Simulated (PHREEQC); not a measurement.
Spent oxide etchant: an equilibrium model

Dissolve 14 mmol/kgw HF, 130 mmol/kgw H2SiF6 and 0.5 mmol/kgw HBF4 at 15 °C. Closed to the air; pH follows from the charge balance.

All values are PHREEQC results (ion-association model, phreeqc.dat), not measurements.

This is a speciation only: nothing precipitates in the calculation.

Problem. What pH, activity of water, ionic strength does the model give?

Solution. pH 0.69; activity of water 0.993; ionic strength 0.390 mol/kgw.

Problem. In which forms is F present?

Solution. SiF6-2 98 %, HF 1.8 % of the F.

Species that the database lacks are ignored. SiF6-2 is the database's only silicon fluoride. Real BF4- forms and hydrolyses slowly; the run takes it at equilibrium.
